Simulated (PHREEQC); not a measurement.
0.094 g of hydrous ferric oxide (600 m²/g; 0.2 weak and 0.005 strong sites per Fe, Dzombak-Morel constants, diffuse double layer) in 1 kg of water with 0.05 mol/kgw of an inert sodium salt and 0.0086 mmol/kgw H3BO3 and 0.00088 mmol/kgw CuCl2, at 25 °C; the pH is set by adding NaOH or the inert anion's acid. O2 is buffered at 0.21 atm. No CO2 enters from the air. Precipitation was switched off in this run.

All values are PHREEQC results (ion-association model, wateq4f.dat), not measurements.

Q: Predict Cu sorbed (%) at pH = 4, 12.

A: 
```tsv
pH	Cu sorbed (%)
4	1.0
12	94.4
```

Species that the database lacks are ignored. The database's constant for dissolved Cu(OH)2 is higher than later reviews accept.
